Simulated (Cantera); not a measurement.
## Ammonia decomposition in nitride growth gas

A perfectly stirred reactor is fed with NH3 : N2 = 1 : 3.4 (molar parts), at 0.0680 bar; it is held at 1723 K, and followed from long to short residence time.

Computed with Cantera and the gas-phase N/H chemistry of the illustrative SiF4/NH3 mechanism in the Surface Chemkin manual (1991). Walls and surfaces, which speed up NH3 decomposition in real reactors, are not modelled.

```json
[
 {"τ (s)": "2.3", "x NH3": "0.169", "x N2H2": "4.72e-7", "x NH": "1.79e-6", "x N2H4": "7.36e-9", "x NH2": "0.000130", "x H2": "0.0709", "x N2": "0.760"},
 {"τ (s)": "0.58", "x NH3": "0.208", "x N2H2": "6.44e-7", "x NH": "1.65e-6", "x N2H4": "1.15e-8", "x NH2": "0.000162", "x H2": "0.0232", "x N2": "0.768"},
 {"τ (s)": "0.15", "x NH3": "0.222", "x N2H2": "6.63e-7", "x NH": "1.20e-6", "x N2H4": "1.40e-8", "x NH2": "0.000179", "x H2": "0.00608", "x N2": "0.772"},
 {"τ (s)": "0.037", "x NH3": "0.226", "x N2H2": "4.83e-7", "x NH": "7.62e-7", "x N2H4": "1.15e-8", "x NH2": "0.000162", "x H2": "0.00114", "x N2": "0.772"},
 {"τ (s)": "0.0094", "x NH3": "0.227", "x N2H2": "1.20e-7", "x NH": "2.80e-7", "x N2H4": "3.10e-9", "x NH2": "8.43e-5", "x H2": "0.000108", "x N2": "0.773"},
 {"τ (s)": "0.0024", "x NH3": "0.227", "x N2H2": "7.83e-9", "x NH": "3.32e-8", "x N2H4": "2.35e-10", "x NH2": "2.32e-5", "x H2": "1.27e-5", "x N2": "0.773"},
 {"τ (s)": "0.00060", "x NH3": "0.227", "x N2H2": "4.19e-10", "x NH": "1.91e-9", "x N2H4": "1.45e-11", "x NH2": "5.81e-6", "x H2": "2.91e-6", "x N2": "0.773"}
]
```
x: mole fraction; the columns are a selection and need not sum to one.
